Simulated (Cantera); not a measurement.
Source: NASA polynomial tables (part measured, part estimated), evaluated in Cantera. Values are per mole of reaction as written; species without (g) are pure solids or liquids, kept so even where they would boil at 1 bar. TaC: taken at fixed stoichiometry.

2 C3H8(g) + TaO2(g) = 4 CH4(g) + 2 CO(g) + Ta, with ΔH° = -109.2 kJ and ΔS° = 361.6 J/K at 300 K.

### Question
How far is the shortcut ΔG° ≈ ΔH°(300 K) − T·ΔS°(300 K) from the full temperature-dependent value at 1173, 1273, 1373, 1473, 1573 K?

### Answer
```json
[
 {"T (K)": "1173", "shortcut (kJ)": "-533.3", "full (kJ)": "-535.4", "difference (kJ)": "2.1", "difference in log10 K": "-0.09"},
 {"T (K)": "1273", "shortcut (kJ)": "-569.5", "full (kJ)": "-571.1", "difference (kJ)": "1.6", "difference in log10 K": "-0.07"},
 {"T (K)": "1373", "shortcut (kJ)": "-605.6", "full (kJ)": "-606.7", "difference (kJ)": "1.0", "difference in log10 K": "-0.04"},
 {"T (K)": "1473", "shortcut (kJ)": "-641.8", "full (kJ)": "-642.2", "difference (kJ)": "0.4", "difference in log10 K": "-0.01"},
 {"T (K)": "1573", "shortcut (kJ)": "-678.0", "full (kJ)": "-677.6", "difference (kJ)": "-0.3", "difference in log10 K": "0.01"}
]
```
The shortcut ignores the heat-capacity change of the reaction.
